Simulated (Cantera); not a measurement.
Charge: 1 mol CCl₄, 0.022 mol CH₄, 2.2 mol H₂, equilibrated at 748 K and 5.20 mbar.

These are equilibrium values from Cantera (NASA tables, ideal gas, pure condensed phases), not measurements of a reactor. Candidate condensed phases: C, C₆H₆, C₇H₈, C₈H₁₈; 91 gas species. Kinetics and transport are ignored.

Base state: HCl 0.943, H₂ 0.0574, CH₄ 5.67e-5 (mole fractions); condensed: C(graphite).

**Question.** What changes in the equilibrium state with this change: CCl₄ replaced by CH₃Cl?

**Answer.** 
```tsv
species	before	after
H₂	0.0574	0.752
HCl	0.943	0.238
CH₄	5.67e-5	0.00975
C(graphite), mol	1.02	0.981
```
